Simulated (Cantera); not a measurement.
# Adiabatic ignition

An adiabatic, constant-volume homogeneous reactor starts with CH4 : H2 : O2 : N2 = 1 : 0.19 : 2 : 15.4 (molar parts), equivalence ratio 1.0, at 1675 K and 9.87 atm.

Computed with Cantera and GRI-Mech 3.0 (53 species, 325 reactions).

```json
[
 {"t (s)": "1.00e-6", "T (K)": "1675", "P (bar)": "10.00", "x CH4": "0.0538", "x H2": "0.0102", "x O2": "0.108", "x CO": "1.81e-9", "x C2H": "<1e-12", "x C2H4": "7.21e-10"},
 {"t (s)": "2.70e-6", "T (K)": "1675", "P (bar)": "10.00", "x CH4": "0.0538", "x H2": "0.0102", "x O2": "0.108", "x CO": "4.13e-8", "x C2H": "<1e-12", "x C2H4": "2.73e-8"},
 {"t (s)": "7.28e-6", "T (K)": "1675", "P (bar)": "10.0", "x CH4": "0.0536", "x H2": "0.0102", "x O2": "0.107", "x CO": "1.97e-6", "x C2H": "<1e-12", "x C2H4": "1.45e-6"},
 {"t (s)": "1.96e-5", "T (K)": "1684", "P (bar)": "10.1", "x CH4": "0.0517", "x H2": "0.0102", "x O2": "0.106", "x CO": "0.000185", "x C2H": "5.04e-12", "x C2H4": "0.000102"},
 {"t (s)": "5.29e-5", "T (K)": "2815", "P (bar)": "17.1", "x CH4": "<1e-12", "x H2": "0.00907", "x O2": "0.00744", "x CO": "0.0208", "x C2H": "<1e-12", "x C2H4": "<1e-12"},
 {"t (s)": "0.000143", "T (K)": "2840", "P (bar)": "17.2", "x CH4": "<1e-12", "x H2": "0.00846", "x O2": "0.00564", "x CO": "0.0195", "x C2H": "<1e-12", "x C2H4": "<1e-12"},
 {"t (s)": "0.000385", "T (K)": "2831", "P (bar)": "17.1", "x CH4": "<1e-12", "x H2": "0.00876", "x O2": "0.00490", "x CO": "0.0199", "x C2H": "<1e-12", "x C2H4": "<1e-12"},
 {"t (s)": "0.00104", "T (K)": "2828", "P (bar)": "17.1", "x CH4": "<1e-12", "x H2": "0.00884", "x O2": "0.00472", "x CO": "0.0200", "x C2H": "<1e-12", "x C2H4": "<1e-12"},
 {"t (s)": "0.00280", "T (K)": "2828", "P (bar)": "17.1", "x CH4": "<1e-12", "x H2": "0.00884", "x O2": "0.00472", "x CO": "0.0200", "x C2H": "<1e-12", "x C2H4": "<1e-12"},
 {"t (s)": "0.00756", "T (K)": "2828", "P (bar)": "17.1", "x CH4": "<1e-12", "x H2": "0.00884", "x O2": "0.00472", "x CO": "0.0200", "x C2H": "<1e-12", "x C2H4": "<1e-12"},
 {"t (s)": "0.0204", "T (K)": "2828", "P (bar)": "17.1", "x CH4": "<1e-12", "x H2": "0.00884", "x O2": "0.00472", "x CO": "0.0200", "x C2H": "<1e-12", "x C2H4": "<1e-12"},
 {"t (s)": "0.0550", "T (K)": "2828", "P (bar)": "17.1", "x CH4": "<1e-12", "x H2": "0.00884", "x O2": "0.00472", "x CO": "0.0200", "x C2H": "<1e-12", "x C2H4": "<1e-12"},
 {"t (s)": "0.148", "T (K)": "2828", "P (bar)": "17.1", "x CH4": "<1e-12", "x H2": "0.00884", "x O2": "0.00472", "x CO": "0.0200", "x C2H": "<1e-12", "x C2H4": "<1e-12"},
 {"t (s)": "0.400", "T (K)": "2828", "P (bar)": "17.1", "x CH4": "<1e-12", "x H2": "0.00884", "x O2": "0.00472", "x CO": "0.0200", "x C2H": "<1e-12", "x C2H4": "<1e-12"}
]
```
x: mole fraction; the columns are a selection and need not sum to one.

The time of steepest temperature rise comes out as 43.9 µs and the temperature at 0.400 s is 2828 K. The equilibrium temperature is 2828 K, the x(CH4) at 0.400 s is <1e-12 (gas-phase equilibrium <1e-12) and the x(H2) at 0.400 s comes out as 0.00884 (gas-phase equilibrium 0.00884). The x(O2) at 0.400 s is 0.00472 (gas-phase equilibrium 0.00472).
